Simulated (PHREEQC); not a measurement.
3.3 g of hydrous ferric oxide (600 m²/g; 0.2 weak and 0.005 strong sites per Fe, Dzombak-Morel constants, diffuse double layer) in 1 kg of water with 0.005 mol/kgw of an inert sodium salt and 0.11 mmol/kgw MnCl2, at 25 °C; the pH is set by adding NaOH or the inert anion's acid. No oxygen is let in. No CO2 enters from the air. Nothing may precipitate in this run.

Base run: PHREEQC, ion-association model, wateq4f.dat. Each further column changes one thing. The table gives surface charge σ (C/m²).

```tsv
pH	base	background salt from 0.005 to 0.0005 mol/kgw	0.028 mol/kgw SrCl2 added
3	0.320	0.293	0.363
4.33	0.162	0.111	0.287
5	0.098	0.057	0.210
5.67	0.054	0.027	0.139
7	0.013	0.005	0.047
8.33	-0.002	-0.001	0.010
9	-0.009	-0.004	0.008
9.67	-0.022	-0.009	0.008
11	-0.084	-0.056	0.007
```

The oxide is taken as insoluble; below pH 4 it would dissolve.
